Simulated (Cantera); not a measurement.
## Thermodynamics of carbon deposition, reforming and gasification, feed C2H2 + O2 + H2 + H2O

Feed: 1 mol C2H2, 1.9 mol O2, 7.9 mol H2, 0.31 mol H2O, held at 0.170 bar.

Cantera equilibrium calculation (NASA polynomials, part measured and part estimated; ideal gas, pure solids and liquids). Candidate condensed phases: C, C6H6, C7H8, C8H18, H2O; 110 gas species. Rates play no part.

```json
[
 {"T (°C)": "1650", "log p H2": "-0.96", "log p H2O": "-1.52", "log p CO": "-1.55", "log p H": "-3.51", "log p CO2": "-2.74", "log p OH": "-5.13", "log p O": "-7.80"},
 {"T (°C)": "1700", "log p H2": "-0.96", "log p H2O": "-1.52", "log p CO": "-1.54", "log p H": "-3.35", "log p CO2": "-2.75", "log p OH": "-4.93", "log p O": "-7.45"},
 {"T (°C)": "1750", "log p H2": "-0.96", "log p H2O": "-1.52", "log p CO": "-1.54", "log p H": "-3.20", "log p CO2": "-2.77", "log p OH": "-4.74", "log p O": "-7.12"},
 {"T (°C)": "1800", "log p H2": "-0.96", "log p H2O": "-1.52", "log p CO": "-1.54", "log p H": "-3.06", "log p CO2": "-2.78", "log p OH": "-4.56", "log p O": "-6.80"},
 {"T (°C)": "1850", "log p H2": "-0.97", "log p H2O": "-1.52", "log p CO": "-1.54", "log p H": "-2.93", "log p CO2": "-2.80", "log p OH": "-4.39", "log p O": "-6.50"},
 {"T (°C)": "1900", "log p H2": "-0.97", "log p H2O": "-1.52", "log p CO": "-1.54", "log p H": "-2.80", "log p CO2": "-2.81", "log p OH": "-4.23", "log p O": "-6.21"},
 {"T (°C)": "1950", "log p H2": "-0.97", "log p H2O": "-1.52", "log p CO": "-1.54", "log p H": "-2.68", "log p CO2": "-2.82", "log p OH": "-4.07", "log p O": "-5.94"},
 {"T (°C)": "2000", "log p H2": "-0.97", "log p H2O": "-1.52", "log p CO": "-1.54", "log p H": "-2.56", "log p CO2": "-2.84", "log p OH": "-3.92", "log p O": "-5.67"},
 {"T (°C)": "2050", "log p H2": "-0.97", "log p H2O": "-1.52", "log p CO": "-1.54", "log p H": "-2.45", "log p CO2": "-2.85", "log p OH": "-3.78", "log p O": "-5.42"},
 {"T (°C)": "2100", "log p H2": "-0.98", "log p H2O": "-1.52", "log p CO": "-1.54", "log p H": "-2.34", "log p CO2": "-2.86", "log p OH": "-3.64", "log p O": "-5.18"}
]
```
log p: log10 of the partial pressure in bar; nothing condenses.

From 1650 °C to 2100 °C nothing is condensed. The main C-bearing gas is CO throughout.
